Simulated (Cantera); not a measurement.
Charge: 1 mol BN, 0.75 mol O2, 0.81 mol H2, held at 1275 °C and 3.00 Pa.

Cantera equilibrium calculation (NASA polynomials, part measured and part estimated; ideal gas, pure solids and liquids). Candidate condensed phases: B, BN, B2O3, B3O3H3, H2O; 39 gas species. Equilibrium is a limit: real reactors are often held back by kinetics, nucleation or transport.

Base state: H2 0.401, N2 0.275, B2O3 0.218, HBO2 0.0560, HBO 0.0272, B2O2 0.0121, BO 0.00587, H 0.00356 (mole fractions); condensed: gas only.

### Question
What changes in the equilibrium state with this change: temperature from 1275 °C to 1625 °C?

### Answer
```csv
species,before,after
H2,0.401,0.307
N2,0.275,0.253
B2O3,0.218,0.148
BO,0.00587,0.0832
H,0.00356,0.0790
B2O2,0.0121,0.00422
HBO2,0.0560,0.0976
HBO,0.0272,0.0201
O,1.35e-9,2.32e-5
OH,1.79e-7,0.000120
BO2,2.04e-5,0.00249
H2O,0.000603,0.00569
```
